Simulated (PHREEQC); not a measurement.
0.5 mol of Ag2O (Ag2O) is brought to equilibrium with 1 kg of water holding 0.089 mol HCl, with rising amounts of LiNO3, at 25 °C. O2 is buffered at 0.21 atm. No CO2 enters from the air. The run lets Ag2O, Cerargyrite precipitate or redissolve, and no other solid.

Equilibrium calculation in PHREEQC: ion-association model, wateq4f.dat.

```csv
LiNO3 added (mol),pH,dissolved Ag (mol/kgw),Cerargyrite (mol)
0,10.14,0.000145,0.0890
0.00208,10.14,(withheld),0.0890
0.00417,10.14,(withheld),0.0890
0.00625,10.14,(withheld),0.0890
0.00833,10.14,0.000157,0.0890
0.0104,10.14,(withheld),0.0890
0.0125,10.14,(withheld),0.0890
0.0146,10.14,0.000162,0.0890
0.0167,10.14,0.000163,0.0890
0.0187,10.14,(withheld),0.0890
0.0208,10.14,(withheld),0.0890
0.0229,10.14,(withheld),0.0890
0.025,10.14,0.000167,0.0890
```

Task: Fill in the missing entries.

Result: 
- 0.00208, dissolved Ag (mol/kgw): 0.000150
- 0.00417, dissolved Ag (mol/kgw): 0.000153
- 0.00625, dissolved Ag (mol/kgw): 0.000155
- 0.0104, dissolved Ag (mol/kgw): 0.000159
- 0.0125, dissolved Ag (mol/kgw): 0.000160
- 0.0187, dissolved Ag (mol/kgw): 0.000164
- 0.0208, dissolved Ag (mol/kgw): 0.000165
- 0.0229, dissolved Ag (mol/kgw): 0.000166
